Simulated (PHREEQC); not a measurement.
## Nickel, zinc or cadmium bath: speciation

Consider water at 20 °C with 0.0022 mol/kgw ZnSO4 and 0.16 mol/kgw KCl. Closed to the air; pH follows from the charge balance.

The numbers come from PHREEQC with the ion-association model, phreeqc.dat.

The pH is 5.83 and the ionic strength is 0.167 mol/kgw. The activity of water is 0.994, the specific conductance comes out as 17300 µS/cm and the density is 1.006 g/cm³.

| species | molality | activity | log γ |
|---|---|---|---|
| Cl- | 0.160 | 0.117 | -0.136 |
| K+ | 0.160 | 0.116 | -0.138 |
| Zn+2 | 0.00190 | 0.000608 | -0.495 |
| SO4-2 | 0.00163 | 0.000512 | -0.502 |
| KSO4- | 0.000504 | 0.000382 | -0.120 |
| ZnCl+ | 0.000208 | 0.000153 | -0.135 |
| ZnSO4 | 6.75e-5 | 7.02e-5 | 0.017 |
| ZnCl2 | 1.76e-5 | 1.83e-5 | 0.017 |
| ZnCl3- | 3.16e-6 | 2.32e-6 | -0.135 |
| H+ | 1.84e-6 | 1.48e-6 | -0.094 |
| ZnOHCl | 1.51e-6 | 1.57e-6 | 0.017 |
| Zn(SO4)2-2 | 9.29e-7 | 3.04e-7 | -0.486 |
| ZnCl4-2 | 4.08e-7 | 1.30e-7 | -0.495 |
| ZnOH+ | 4.01e-7 | 3.04e-7 | -0.121 |

No solid was allowed to form. Species that the database lacks are ignored.
